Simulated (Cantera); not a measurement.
Input: 1 mol Cu₂O, 0.72 mol CO, 0.11 mol H₂, at 0.640 bar.

Method: chemical equilibrium by Gibbs-energy minimisation in Cantera with the NASA 1993 tables (ideal gas, pure condensed phases). Candidate condensed phases: C, C₆H₆, C₇H₈, C₈H₁₈, Cu, CuO, Cu(OH)₂, Cu₂O, H₂O; 113 gas species. Rates play no part. All values below are at 2325 K.

Base state: CO₂ 0.662, H₂O 0.102, O₂ 0.0971, Cu 0.0892, CO 0.0361, OH 0.00747, O 0.00223, CuO 0.00181 (mole fractions); condensed: Cu(l).

### Question
What changes in the equilibrium state with this change: H₂ from 0.11 to 19 mol?

### Answer
```
species       before     after
----------  --------  --------
H₂          0.000975     0.819
Cu            0.0892    0.0892
H₂O            0.102    0.0454
CO₂            0.662  0.000319
O₂            0.0971   2.74e-8
H           0.000429    0.0124
CO            0.0361    0.0327
CuO          0.00181   9.61e-7
O            0.00223   1.19e-6
Cu(l), mol      1.90    0.0130
```
